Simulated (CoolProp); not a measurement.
The fluid at 165.88 K and 6.32 MPa is throttled through a valve to 2.22 MPa with no heat exchange. The same conditions are run with several fluids, on thermodynamics alone (safety and materials aside).

Values from CoolProp's reference Helmholtz-energy equation of state of each fluid (carbon monoxide: Lemmon 2006; fluorine: de Reuck 1990; normal hydrogen: Leachman 2009; dry air: Lemmon 2000; oxygen: Schmidt 1985). Blends and air are pseudo-pure fits.

```json
[
 {"fluid": "carbon monoxide", "temperature change (K)": "-30.2", "final phase": "gas", "final density (kg/m³)": "[?]"},
 {"fluid": "fluorine", "temperature change (K)": "[?]", "final phase": "gas", "final density (kg/m³)": "90.6"},
 {"fluid": "normal hydrogen", "temperature change (K)": "-0.5", "final phase": "[?]", "final density (kg/m³)": "3.21"},
 {"fluid": "dry air", "temperature change (K)": "[?]", "final phase": "gas", "final density (kg/m³)": "[?]"},
 {"fluid": "oxygen", "temperature change (K)": "-30.9", "final phase": "two-phase, vapour fraction 0.896", "final density (kg/m³)": "[?]"}
]
```

Question: What belongs in the gaps?

Answer: 
- carbon monoxide, final density (kg/m³): 72.2
- fluorine, temperature change (K): -27.9
- normal hydrogen, final phase: supercritical
- dry air, temperature change (K): -28.5
- dry air, final density (kg/m³): 70.9
- oxygen, final density (kg/m³): 98.2
